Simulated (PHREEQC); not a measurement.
Solution (20 °C): 0.0019 mol/kgw H3AsO4, 0.0075 mol/kgw NH3 and 5.9e-05 mol/kgw FeCl3. Closed to the air; pH follows from the charge balance.

Equilibrium calculation in PHREEQC: ion-association model, wateq4f.dat.

Q: The ionic strength comes out as 0.00595 mol/kgw. What activity coefficients do NH4+, OH-, H2AsO4-, Cl-, HAsO4-2 get?

A: NH4+ 0.92, OH- 0.92, H2AsO4- 0.92, Cl- 0.92, HAsO4-2 0.72.

No solid was allowed to form. Examples of supersaturated solids here: Fe(OH)3(a), Hematite (slow to form). Others may be too. Species that the database lacks are ignored. The database's scorodite may be far more soluble than the real mineral, and it has no iron arsenate complexes; the constant wasn't checked at its source.
